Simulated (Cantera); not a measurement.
A perfectly stirred reactor is fed with H2 : O2 : N2 = 0.72 : 1 : 12 (molar parts), at 120 Torr; it is held at 1375 K, and followed from long to short residence time.

Detailed kinetics in Cantera: GRI-Mech 3.0 (53 species, 325 reactions). The temperature is held fixed by assumption; the heat of reaction is taken as removed at once.

| quantity | before | after |
|---|---|---|
| x(H2) at τ = 7.50 s | 3.32e-5 | 1.55e-5 |
| x(O2) at τ = 7.50 s | 0.0478 | 0.0479 |
| x(O) at τ = 7.50 s | 4.86e-5 | 1.83e-5 |
| x(N2O) at τ = 7.50 s | 1.88e-7 | 3.49e-7 |
| x(H2O) at τ = 7.50 s | 0.0537 | 0.0538 |
| x(H2) at τ = 54.0 ms | 0.000817 | 0.000394 |
| x(O2) at τ = 54.0 ms | 0.0475 | 0.0477 |
| x(O) at τ = 54.0 ms | 0.00126 | 0.000493 |
| x(N2O) at τ = 54.0 ms | 6.47e-8 | 1.90e-7 |
| x(H2O) at τ = 54.0 ms | 0.0520 | 0.0530 |

**Question.** Name the change that produced these shifts.
A) temperature 1375 to 950 K
B) pressure from 120 Torr to 248 Torr
C) pressure from 120 Torr to 750 Torr
D) pressure from 120 Torr to 143 Torr

**Answer.** B, pressure from 120 Torr to 248 Torr
